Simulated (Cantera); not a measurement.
## H2S + SO2 + N2 + H2 (abatement and gas-phase synthesis)

Feed: 1 mol H2S, 0.31 mol SO2, 4.6 mol N2, 3.8 mol H2, held at 1723 K.

Cantera equilibrium calculation (NASA polynomials, part measured and part estimated; ideal gas, pure solids and liquids). Candidate condensed phases: H2O, H2SO4, S; 35 gas species. The ideal-gas law is rough above about 30 bar. Rates play no part.

From 0.000100 bar to 300 bar nothing is condensed.

| P (Pa) | x N2 | x H2 | x H2S | x H2O | x S2 | x H | x S |
|---|---|---|---|---|---|---|---|
| 10 | 0.451 | 0.413 | 0.00133 | 0.0476 | 0.0514 | 0.0117 | 0.00879 |
| 52 | 0.455 | 0.412 | 0.00315 | 0.0541 | 0.0557 | 0.00513 | 0.00402 |
| 280 | 0.458 | 0.408 | 0.00729 | 0.0581 | 0.0566 | 0.00220 | 0.00174 |
| 1400 | 0.460 | 0.401 | 0.0157 | 0.0603 | 0.0541 | 0.000976 | 0.000763 |
| 7600 | 0.465 | 0.388 | 0.0328 | 0.0619 | 0.0469 | 0.000412 | 0.000305 |
| 40000 | 0.471 | 0.366 | 0.0609 | 0.0632 | 0.0345 | 0.000174 | 0.000114 |
| 210000 | 0.479 | 0.339 | 0.0957 | 0.0645 | 0.0189 | 7.32e-5 | 3.68e-5 |
| 1100000 | 0.486 | 0.317 | 0.123 | 0.0654 | 0.00679 | 3.10e-5 | 9.64e-6 |
| 5700000 | 0.488 | 0.308 | 0.135 | 0.0658 | 0.00167 | 1.34e-5 | 2.10e-6 |
| 30000000 | 0.489 | 0.305 | 0.138 | 0.0660 | 0.000342 | 5.81e-6 | 4.14e-7 |
x: gas mole fraction; nothing condenses.
